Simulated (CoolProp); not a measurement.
Saturation properties of chlorine.

Computed with CoolProp (reference Helmholtz-energy equation of state, Thol 2021).

| T (°C) | p (MPa) | liquid density (kg/m³) | vapour density (kg/m³) | enthalpy of vaporisation (kJ/kg) | liquid cp (kJ/(kg K)) |
|---|---|---|---|---|---|
| -27.95 | 0.1310 | 1547 | 4.707 | 283.5 | 0.9428 |
| -13.25 | 0.2326 | 1506 | 8.013 | 274.6 | 0.9507 |
| 1.45 | 0.3859 | 1464 | 12.85 | 265.1 | 0.9628 |
| 16.15 | 0.6054 | 1420 | 19.63 | 254.7 | 0.9798 |
| 30.85 | 0.9062 | 1374 | 28.85 | 243.2 | 1.003 |
| 45.55 | 1.304 | 1326 | 41.12 | 230.6 | 1.033 |
| 60.25 | 1.814 | 1275 | 57.21 | 216.4 | 1.074 |
| 74.95 | 2.452 | 1220 | 78.20 | 200.4 | 1.131 |
| 89.65 | 3.233 | 1158 | 105.7 | 182.0 | 1.216 |
| 104.35 | 4.174 | 1087 | 142.7 | 160.3 | 1.357 |
| 119.05 | 5.291 | 1001 | 195.2 | 133.4 | 1.652 |

It boils at -34.0 °C under 1 atm.
